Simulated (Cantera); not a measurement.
Input: 1 mol MgO, 31 mol HBr, 2.3 mol O2, at 4.10 mbar.

Method: chemical equilibrium by Gibbs-energy minimisation in Cantera with the NASA 1993 tables (ideal gas, pure condensed phases). Candidate condensed phases: Br2, H2O, Mg, MgBr2, MgO, Mg(OH)2; 20 gas species. The numbers say what is thermodynamically allowed, not how fast it happens.

Task: What share of the Mg ends up in condensed phases as a function of T (K), at 673, 723, 773, 823, 873, 923, 973, 1023?

Result: 
```json
[
 {"T (K)": "673", "Mg condensed (%)": "100.0", "as": "MgO(s)"},
 {"T (K)": "723", "Mg condensed (%)": "100.0", "as": "MgO(s)"},
 {"T (K)": "773", "Mg condensed (%)": "100.0", "as": "MgO(s)"},
 {"T (K)": "823", "Mg condensed (%)": "99.9", "as": "MgO(s)"},
 {"T (K)": "873", "Mg condensed (%)": "99.7", "as": "MgO(s)"},
 {"T (K)": "923", "Mg condensed (%)": "99.1", "as": "MgO(s)"},
 {"T (K)": "973", "Mg condensed (%)": "98.0", "as": "MgO(s)"},
 {"T (K)": "1023", "Mg condensed (%)": "95.8", "as": "MgO(s)"}
]
```
